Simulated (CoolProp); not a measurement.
Saturation properties of hydrogen chloride (Tc = 324.7 K, pc = 83.14 bar, ω = 0.130).

The numbers come from the reference Helmholtz-energy equation of state, Thol 2018 in CoolProp.

```json
[
 {"T (K)": "210.3", "p (bar)": "3.080", "liquid density (kg/m³)": "1128", "enthalpy of vaporisation (kJ/kg)": "418.3"},
 {"T (K)": "221.6", "p (bar)": "4.955", "liquid density (kg/m³)": "1097", "enthalpy of vaporisation (kJ/kg)": "403.5"},
 {"T (K)": "233", "p (bar)": "7.617", "liquid density (kg/m³)": "1064", "enthalpy of vaporisation (kJ/kg)": "387.1"},
 {"T (K)": "244.3", "p (bar)": "11.20", "liquid density (kg/m³)": "1030", "enthalpy of vaporisation (kJ/kg)": "369.0"},
 {"T (K)": "255.6", "p (bar)": "15.90", "liquid density (kg/m³)": "992.6", "enthalpy of vaporisation (kJ/kg)": "348.8"},
 {"T (K)": "267", "p (bar)": "21.98", "liquid density (kg/m³)": "951.7", "enthalpy of vaporisation (kJ/kg)": "325.5"},
 {"T (K)": "278.3", "p (bar)": "29.55", "liquid density (kg/m³)": "906.6", "enthalpy of vaporisation (kJ/kg)": "298.8"},
 {"T (K)": "289.6", "p (bar)": "38.92", "liquid density (kg/m³)": "855.0", "enthalpy of vaporisation (kJ/kg)": "267.0"},
 {"T (K)": "301", "p (bar)": "50.48", "liquid density (kg/m³)": "792.2", "enthalpy of vaporisation (kJ/kg)": "226.8"}
]
```

It boils at 188.2 K under 1 atm.
